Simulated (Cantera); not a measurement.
Cantera run:

```python
import numpy as np
import cantera as ct

gas_names = """
    Cu CuF CuF2 CuO Cu2 F FO FO2 F2 F2O O O2 O3
""".split()
cond_names = """
    Cu(cr) Cu(L) CuF2(s) CuF2(L) CuO(s) Cu2O(s) Cu2O(L)
""".split()


def load(file, names, dense=False):
    # The tables refer to 1 bar. Condensed volumes are neglected.
    table = {s.name: s for s in ct.Species.list_from_file(file)}
    out = []
    for n in names:
        d = dict(table[n].input_data)
        d["thermo"] = dict(d["thermo"], **{"reference-pressure": 1e5})
        if dense:
            d["equation-of-state"] = {"model": "constant-volume", "density": "1e6 g/cm^3"}
        out.append(ct.Species.from_dict(d))
    return out


gas = ct.Solution(thermo="ideal-gas", species=load("nasa_gas.yaml", gas_names))
cond = {s.name: ct.Solution(thermo="fixed-stoichiometry", species=[s], name=s.name)
        for s in load("nasa_condensed.yaml", cond_names, dense=True)}
atoms = {
    'CuO': {'Cu': 1, 'O': 1},
    'F2': {'F': 2},
    'O2': {'O': 2},
}
top_T = {'CuO(s)': 1390}  # K; cautious upper limits of use, not melting points


def equilibrate(T, P, feed):
    n = {}
    for name, mol in feed.items():
        for a, k in atoms[name].items():
            n[a] = n.get(a, 0.0) + k * mol
    gas.TPX = T, P, n
    mass = sum(n.values()) * gas.mean_molecular_weight
    gas.equilibrate("TP")
    valid = [c for c in cond.values() if c.min_temp <= T <= top_T.get(c.name, c.max_temp)]
    mix = ct.Mixture([(gas, mass / gas.mean_molecular_weight)] + [(c, 0.0) for c in valid])
    mix.T, mix.P = T, P
    mix.equilibrate("TP", solver="vcs", rtol=1e-11, max_steps=5000)
    return mix


results = []
feed = {'CuO': 1, 'F2': 0.79, 'O2': 0.12}  # mol
P = 133.322  # Pa
for T in [1448, 1473, 1498, 1523, 1548, 1573, 1598, 1623, 1648, 1673, 1698, 1723, 1748, 1773]:
    mix = equilibrate(T, P, feed)
    results.append((T, P, feed, dict(zip(mix.species_names, mix.species_moles))))

top = {s: max(r[3][s] / sum(r[3][g] for g in gas_names) for r in results) for s in gas_names}
cols = sorted((s for s in top if top[s] > 1e-06), key=lambda s: -top[s])[:6]
seen = [c for c in cond_names if any(r[3].get(c, 0) > 1e-12 for r in results)]
print("log10 of partial pressures in bar; condensed amounts in mol")
print(f"{'T/K':>10s}" + "".join(f"{s[:9]:>10s}" for s in cols + seen))
for T, P, feed, n in results:
    ng = sum(n[g] for g in gas_names)
    print(f"{T:10.4g}" + "".join(f"{np.log10(max(n[s] / ng * P / 1e5, 1e-99)):10.3f}" for s in cols)
          + "".join(f"{n.get(c, 0):10.4g}" for c in seen))
```

It prints:

```
log10 of partial pressures in bar; condensed amounts in mol
       T/K        O2       CuF      CuF2         F         O        Cu
      1448    -3.293    -3.459    -3.325    -5.547    -7.356    -7.962
      1473    -3.294    -3.457    -3.327    -5.344    -7.201    -7.897
      1498    -3.295    -3.455    -3.330    -5.150    -7.051    -7.830
      1523    -3.296    -3.451    -3.335    -4.965    -6.906    -7.762
      1548    -3.298    -3.447    -3.342    -4.790    -6.766    -7.691
      1573    -3.300    -3.440    -3.351    -4.626    -6.631    -7.615
      1598    -3.304    -3.431    -3.365    -4.473    -6.501    -7.532
      1623    -3.308    -3.420    -3.383    -4.332    -6.375    -7.442
      1648    -3.313    -3.407    -3.406    -4.204    -6.253    -7.344
      1673    -3.320    -3.392    -3.436    -4.089    -6.136    -7.237
      1698    -3.328    -3.375    -3.472    -3.987    -6.023    -7.121
      1723    -3.336    -3.357    -3.516    -3.897    -5.913    -6.998
      1748    -3.346    -3.340    -3.566    -3.819    -5.808    -6.869
      1773    -3.355    -3.322    -3.625    -3.753    -5.705    -6.734
```

These are equilibrium values from Cantera (NASA tables, ideal gas, pure condensed phases), not measurements of a reactor.
